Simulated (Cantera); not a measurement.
A freely propagating, adiabatic, planar premixed flame of C3H8 : O2 : N2 = 1 : 4.17 : 14.6 (molar parts), unburnt at 525 K and 0.420 bar; mixture-averaged transport, grid criteria slope 0.08 and curve 0.16, no radiation.

Cantera simulation using GRI-Mech 3.0 (53 species, 325 reactions); the numbers are that mechanism's predictions, not measurements. GRI-Mech 3.0 was tuned for natural gas; its chemistry of propane as a main component is partial and can be far from experiment. Burning velocities carry a grid error of a few per cent, more on coarse grids.

x: mole fraction of selected species; z is measured from the peak of heat release.

```json
[
 {"z (mm)": "-1.67", "T (K)": "525", "u (m/s)": "1.52", "x C3H8": "0.0505", "x O2": "0.211", "x HCO": "<1e-8", "x N2O": "<1e-8", "x H2O2": "<1e-8", "x NO": "<1e-8"},
 {"z (mm)": "-1.11", "T (K)": "526", "u (m/s)": "1.53", "x C3H8": "0.0504", "x O2": "0.210", "x HCO": "<1e-8", "x N2O": "<1e-8", "x H2O2": "?", "x NO": "<1e-8"},
 {"z (mm)": "-0.835", "T (K)": "530", "u (m/s)": "1.55", "x C3H8": "0.0502", "x O2": "0.209", "x HCO": "<1e-8", "x N2O": "<1e-8", "x H2O2": "2.52e-7", "x NO": "1.85e-8"},
 {"z (mm)": "-0.557", "T (K)": "570", "u (m/s)": "1.68", "x C3H8": "0.0495", "x O2": "0.204", "x HCO": "<1e-8", "x N2O": "<1e-8", "x H2O2": "1.67e-6", "x NO": "1.75e-7"},
 {"z (mm)": "-0.278", "T (K)": "930", "u (m/s)": "2.84", "x C3H8": "0.0370", "x O2": "0.167", "x HCO": "1.49e-6", "x N2O": "<1e-8", "x H2O2": "8.08e-6", "x NO": "2.18e-6"},
 {"z (mm)": "-0.139", "T (K)": "1356", "u (m/s)": "4.32", "x C3H8": "0.0129", "x O2": "0.119", "x HCO": "5.29e-5", "x N2O": "<1e-8", "x H2O2": "1.07e-5", "x NO": "5.68e-6"},
 {"z (mm)": "0", "T (K)": "1764", "u (m/s)": "5.78", "x C3H8": "0.000520", "x O2": "0.0674", "x HCO": "0.000153", "x N2O": "1.33e-8", "x H2O2": "1.89e-6", "x NO": "1.27e-5"},
 {"z (mm)": "0.139", "T (K)": "1968", "u (m/s)": "6.49", "x C3H8": "1.25e-6", "x O2": "0.0353", "x HCO": "6.38e-5", "x N2O": "2.03e-8", "x H2O2": "2.97e-7", "x NO": "2.35e-5"},
 {"z (mm)": "0.278", "T (K)": "2027", "u (m/s)": "6.67", "x C3H8": "<1e-8", "x O2": "0.0208", "x HCO": "1.03e-5", "x N2O": "2.47e-8", "x H2O2": "1.09e-7", "x NO": "3.33e-5"},
 {"z (mm)": "0.557", "T (K)": "2057", "u (m/s)": "6.74", "x C3H8": "<1e-8", "x O2": "0.0125", "x HCO": "1.79e-7", "x N2O": "2.58e-8", "x H2O2": "9.00e-8", "x NO": "4.26e-5"},
 {"z (mm)": "1.11", "T (K)": "2084", "u (m/s)": "6.79", "x C3H8": "<1e-8", "x O2": "0.00996", "x HCO": "9.07e-8", "x N2O": "2.42e-8", "x H2O2": "7.98e-8", "x NO": "4.83e-5"},
 {"z (mm)": "2.23", "T (K)": "2119", "u (m/s)": "6.89", "x C3H8": "<1e-8", "x O2": "?", "x HCO": "?", "x N2O": "2.42e-8", "x H2O2": "?", "x NO": "?"},
 {"z (mm)": "4.45", "T (K)": "2169", "u (m/s)": "7.02", "x C3H8": "<1e-8", "x O2": "0.00752", "x HCO": "6.36e-8", "x N2O": "2.51e-8", "x H2O2": "5.72e-8", "x NO": "6.84e-5"}
]
```

Complete the blanks.


- -1.11, x H2O2: 3.88e-8
- 2.23, x O2: 0.00882
- 2.23, x HCO: 7.86e-8
- 2.23, x H2O2: 6.93e-8
- 2.23, x NO: 5.52e-5
